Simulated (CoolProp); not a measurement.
Hydrogen chloride along the isotherm -40.85 °C: density (kg/m³) from the reference equation and from simpler models built on Tc = 51.5 °C, pc = 8314 kPa, ω = 0.130; each cubic takes its own stable root.

Model: reference Helmholtz-energy equation of state, Thol 2018, in CoolProp.

| p (kPa) | phase | reference | van der Waals | Redlich-Kwong |
|---|---|---|---|---|
| 779 | liquid | 1067 | 15.72 | [?] |
| 1560 | liquid | 1068 | 34.25 | 915.7 |
| 2340 | liquid | 1070 | 634.0 | [?] |
| 3120 | liquid | 1072 | 636.9 | 920.3 |
| 3900 | liquid | 1074 | 639.8 | 922.5 |
| 4680 | liquid | 1076 | [?] | 924.7 |
| 5460 | liquid | 1077 | [?] | 926.8 |
| 6240 | liquid | 1079 | 647.5 | 928.9 |
| 7010 | liquid | 1081 | 649.9 | 931.0 |
| 7790 | liquid | 1082 | 652.2 | 933.0 |
| 8570 | liquid | 1084 | 654.4 | 935.0 |
| 9350 | liquid | [?] | 656.6 | 936.9 |
| 10100 | liquid | 1087 | 658.6 | 938.8 |
| 10900 | liquid | [?] | 660.7 | 940.7 |
| 11700 | liquid | 1090 | 662.7 | 942.6 |
| 12500 | liquid | 1092 | 664.7 | [?] |

Question: What belongs in the gaps?

Answer: 
- 779, Redlich-Kwong: 16.12
- 2340, Redlich-Kwong: 918.0
- 4680, van der Waals: 642.4
- 5460, van der Waals: 645.0
- 9350, reference: 1085
- 10900, reference: 1089
- 12500, Redlich-Kwong: 944.5

At some of these states van der Waals, Redlich-Kwong gives the other phase, because its saturation line lies elsewhere.
